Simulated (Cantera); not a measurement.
## Adiabatic ignition

An adiabatic, constant-volume homogeneous reactor starts with CH4 : O2 : N2 : CO2 = 1 : 4.44 : 16.7 : 5.6 (molar parts), at 1748 K and 9000 Torr.

Detailed kinetics in Cantera: GRI-Mech 3.0 (53 species, 325 reactions). The pressure lies above the range GRI-Mech 3.0 was tuned for (to about 10 atm).

```csv
t (s),T (K),P (bar),x CH4,x O2,x CO2,x HCO,x CH3,x H,x NO
2.00e-6,1748,12.0,0.0360,0.160,0.202,7.10e-10,5.16e-5,2.98e-7,2.26e-12
8.29e-6,1749,12.0,0.0352,0.160,0.202,7.01e-8,0.000363,2.07e-6,4.20e-11
3.44e-5,2452,17.0,<1e-12,0.0913,0.224,4.95e-9,<1e-12,0.000191,4.55e-5
0.000143,2496,17.2,<1e-12,0.0892,0.230,1.80e-9,<1e-12,0.000109,0.000393
0.000591,2494,17.2,<1e-12,0.0885,0.230,1.76e-9,<1e-12,0.000107,0.00174
0.00245,2485,17.1,<1e-12,0.0863,0.230,1.65e-9,<1e-12,0.000102,0.00602
0.0102,2475,17.1,<1e-12,0.0835,0.231,1.51e-9,<1e-12,9.58e-5,0.0114
0.0421,2473,17.1,<1e-12,0.0832,0.231,1.49e-9,<1e-12,9.52e-5,0.0120
0.175,2473,17.1,<1e-12,0.0832,0.231,1.49e-9,<1e-12,9.52e-5,0.0120
0.724,2473,17.1,<1e-12,0.0832,0.231,1.49e-9,<1e-12,9.52e-5,0.0120
3.00,2473,17.1,<1e-12,0.0832,0.231,1.49e-9,<1e-12,9.52e-5,0.0120
```
x: mole fraction; the columns are a selection and need not sum to one.

```yaml
time_of_steepest_temperature_rise: 22.6 µs
temperature at 3.00 s: 2473 K
equilibrium_temperature: 2473 K
x(CH4) at 3.00 s: <1e-12 (gas-phase equilibrium <1e-12)
x(O2) at 3.00 s: 0.0832 (gas-phase equilibrium 0.0832)
x(CO2) at 3.00 s: 0.231 (gas-phase equilibrium 0.231)
```
